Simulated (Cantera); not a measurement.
Charge: 1 mol Si, 0.8 mol HCl, 3.8 mol H2, equilibrated at 0.450 bar.

Method: chemical equilibrium by Gibbs-energy minimisation in Cantera with the NASA 1993 tables (ideal gas, pure condensed phases). Candidate condensed phases: Si; 19 gas species. Equilibrium is a limit: real reactors are often held back by kinetics, nucleation or transport. All values below are at 327 °C.

Base state: H2 0.948, SiCl4 0.0289, SiHCl3 0.0219, SiH2Cl2 0.000832, HCl 3.44e-5 (mole fractions); condensed: Si(s).

Task: What changes in the equilibrium state with this change: HCl from 0.8 to 1.1 mol?

Result: 
```
species       before     after
----------  --------  --------
H2             0.948     0.933
SiCl4         0.0289    0.0390
SiHCl3        0.0219    0.0272
SiH2Cl2     0.000832  0.000951
HCl          3.44e-5   3.68e-5
Si(s), mol     0.774     0.692
```
